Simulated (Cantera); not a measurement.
**Equilibrium for halide evaporation, hydrolysis and transport: PbF2 + HF + N2**

Input: 1 mol PbF2, 0.2 mol HF, a varied amount of N2, at 1175 °C and 0.133 bar.

These are equilibrium values from Cantera (NASA tables, ideal gas, pure condensed phases), not measurements of a reactor. Candidate condensed phases: Pb, PbF2; 26 gas species. Kinetics and transport are ignored.

| n(N2) (mol) | log p N2 | log p PbF2 | log p HF | log p PbF4 | log p Pb | log p PbF |
|---|---|---|---|---|---|---|
| 1 | -1.22 | -1.45 | -1.92 | -1.94 | -2.03 | -2.40 |
| 1.4 | -1.14 | -1.52 | -1.99 | -2.02 | -2.10 | -2.48 |
| 1.8 | -1.10 | -1.58 | -2.05 | -2.08 | -2.16 | -2.54 |
| 2.3 | -1.06 | -1.65 | -2.12 | -2.14 | -2.23 | -2.60 |
| 3.1 | -1.02 | -1.74 | -2.21 | -2.23 | -2.32 | -2.69 |
| 4 | -0.99 | -1.82 | -2.29 | -2.32 | -2.40 | -2.78 |
| 5.2 | -0.97 | -1.91 | -2.38 | -2.41 | -2.49 | -2.87 |
| 6.8 | -0.95 | -2.01 | -2.48 | -2.50 | -2.59 | -2.96 |
| 8.9 | -0.93 | -2.11 | -2.58 | -2.60 | -2.69 | -3.06 |
| 12 | -0.92 | -2.22 | -2.69 | -2.72 | -2.80 | -3.18 |
| 15 | -0.91 | -2.31 | -2.78 | -2.81 | -2.89 | -3.27 |
log p: log10 of the partial pressure in bar; nothing condenses.

From 1 mol N2 to 15 mol N2 nothing is condensed. The main Pb-bearing gas is PbF2 throughout.
